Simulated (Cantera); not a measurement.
**HMDSO + O3 + N2 (silicon oxide and oxynitride deposition)**

A closed system holds: 1 mol HMDSO, 0.22 mol O3, 26 mol N2, equilibrated at 1427 °C and 1.30 mbar.

Equilibrium computed with Cantera from the NASA thermochemical tables; the gas is ideal and each condensed phase is pure. Candidate condensed phases: C, C6H6, C7H8, C8H18, H2O, Si, SiC, SiO2, Si2N2O, Si3N4; 151 gas species. The feed counts by its element totals alone. The numbers say what is thermodynamically allowed, not how fast it happens.

The x(N2) is 0.708 and the x(H2) comes out as 0.243. The x(CO) comes out as 0.0451 and the x(H) is 0.00202. The x(HCN) comes out as 0.00152. The x(SiO) is 0.000184 and the x(HNC) comes out as 4.55e-5. The x(C2H2 (acetylene)) is 1.79e-5. The x(Si) comes out as 7.74e-6. The n(C(graphite)) is 2.30 mol and the n(SiC(s)) is 1.99 mol. The gas amount comes out as 36.70 mol. The log10 activity of Si(l) (absent) is -1.83.
